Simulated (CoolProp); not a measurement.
Saturation properties of fluorine.

The numbers come from the reference Helmholtz-energy equation of state, de Reuck 1990 in CoolProp.

```csv
T (K),p (bar),liquid cp (kJ/(kg K)),vapour Z,surface tension (mN/m)
70.4,0.1285,1.481,0.9920,17.6
74.8,0.2626,1.487,0.9866,16.4
79.1,0.4852,1.494,0.9792,15.1
83.5,[?],1.506,0.9693,13.9
87.9,[?],1.521,[?],12.7
92.3,2.170,1.540,0.9419,11.5
96.7,[?],1.564,0.9241,10.3
101.1,4.668,1.593,0.9035,9.18
105.5,6.510,1.630,0.8799,8.05
```

Task: What belongs in the gaps?

Result: 
- 83.5, p (bar): 0.8466
- 87.9, p (bar): 1.390
- 87.9, vapour Z: 0.9569
- 96.7, p (bar): 3.242

It boils at 85.0 K under 1 atm.

Surface tension comes from a separate correlation (Mulero 2012).
